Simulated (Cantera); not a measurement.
Input: 1 mol CHF₃, 2.3 mol H₂, held at 823 K and 7.00 Pa.

Cantera equilibrium calculation (NASA polynomials, part measured and part estimated; ideal gas, pure solids and liquids). Candidate condensed phases: C, C₆H₆, C₇H₈, C₈H₁₈; 95 gas species. Rates play no part.

What is the equilibrium state?


```
Item               Result
--------------  ---------
x(HF)               0.698
x(H₂)               0.302
x(CH₄)            5.97e-6
n(C(graphite))  1.000 mol
gas amount      4.300 mol
```
